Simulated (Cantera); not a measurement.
Source: NASA polynomial tables (part measured, part estimated), evaluated in Cantera. Values are per mole of reaction as written; species without (g) are pure solids or liquids, kept so even where they would boil at 1 bar.

Problem. Between 1373 and 1898 K, where is each reaction favourable under standard conditions?
- 2 Cu₂O + N(g) ⇌ NO₂(g) + 4 Cu

Solution. 
- 2 Cu₂O + N(g) ⇌ NO₂(g) + 4 Cu: ΔG° is -130 kJ at 1373 K and -122 kJ at 1898 K; it stays negative (K > 1). ΔH° is -206 kJ and ΔS° -44 J/K at 1898 K.
